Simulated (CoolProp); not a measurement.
n-nonane along the isotherm 326.85 °C: Z from the reference equation and from simpler models built on Tc = 321.4 °C, pc = 2.282 MPa, ω = 0.443; each cubic takes its own stable root.

Computed with CoolProp (reference Helmholtz-energy equation of state, Lemmon 2006). It is a short technical equation, of lower accuracy than the large ones.

| p (MPa) | phase | reference |
|---|---|---|
| 0.0108 | gas | 0.9984 |
| 0.0246 | gas | 0.9963 |
| 0.0561 | gas | 0.9916 |
| 0.128 | gas | 0.9808 |
| 0.29 | gas | 0.9556 |
| 0.661 | gas | 0.8939 |
| 1.5 | gas | 0.7219 |
| 3.42 | supercritical | 0.2319 |

Question: How far does each simpler model (van der Waals, Redlich-Kwong, Soave-Redlich-Kwong, Peng-Robinson) lie from the reference over these 8 states: mean and median of the absolute difference, and the worst?

Answer: 
- van der Waals: mean 7.5 %, median 0.5 %, worst +51.8 % at 326.85 °C and 3.42 MPa
- Redlich-Kwong: mean 3.7 %, median 0.1 %, worst +27.3 % at 326.85 °C and 3.42 MPa
- Soave-Redlich-Kwong: mean 4.0 %, median 0.1 %, worst +29.1 % at 326.85 °C and 3.42 MPa
- Peng-Robinson: mean 2.4 %, median 0.3 %, worst +16.8 % at 326.85 °C and 3.42 MPa
